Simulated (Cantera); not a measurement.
Input: 1 mol TiCl4, 0.24 mol H2O, at 0.100 bar.

Cantera equilibrium calculation (NASA polynomials, part measured and part estimated; ideal gas, pure solids and liquids). Candidate condensed phases: H2O, Ti, TiCl2, TiCl3, TiCl4, TiO, TiO2, Ti2O3, Ti3O5, Ti4O7; 23 gas species. Condensed phases not in the tables: TiOCl. Equilibrium is a limit: real reactors are often held back by kinetics, nucleation or transport.

**Question.** At 1023 K, list the 4 most abundant gas species with their mole fractions, and the condensed phases.

**Answer.** TiCl4 0.647, HCl 0.353, TiCl3 1.60e-5, H2O 1.33e-5. Condensed: TiO2(rutile).
